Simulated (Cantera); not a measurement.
Charge: 1 mol AlI₃, 24 mol N₂, held at 1625 °C and 16.0 Pa.

Cantera equilibrium calculation (NASA polynomials, part measured and part estimated; ideal gas, pure solids and liquids). Candidate condensed phases: Al, AlI₃, AlN, I₂; 10 gas species. The numbers say what is thermodynamically allowed, not how fast it happens.

Base state: N₂ 0.872, I 0.0914, Al 0.0187, AlI 0.0176 (mole fractions); condensed: gas only.

Q: What changes in the equilibrium state with this change: pressure from 16.0 Pa to 1.33 mbar?

A: 
```csv
species,before,after
N₂,0.872,0.885
I,0.0914,0.0785
AlI,0.0176,0.0321
Al,0.0187,0.00477
```
